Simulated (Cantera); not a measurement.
An adiabatic, constant-volume homogeneous reactor starts with CH4 : CO : O2 : N2 = 1 : 0.96 : 1.77 : 6.66 (molar parts), at 1175 K and 7500 Torr.

Computed with Cantera and GRI-Mech 3.0 (53 species, 325 reactions).

Question: Predict: time of steepest temperature rise; temperature at 2.00 s; equilibrium temperature; x(CO) at 2.00 s; x(O2) at 2.00 s; x(OH) at 2.00 s.

Answer: 
- time of steepest temperature rise = 15.2 ms
- temperature at 2.00 s = 2997 K
- equilibrium temperature = 2997 K
- x(CO) at 2.00 s = 0.111 (gas-phase equilibrium 0.111)
- x(O2) at 2.00 s = 0.00172 (gas-phase equilibrium 0.00172)
- x(OH) at 2.00 s = 0.00852 (gas-phase equilibrium 0.00852)
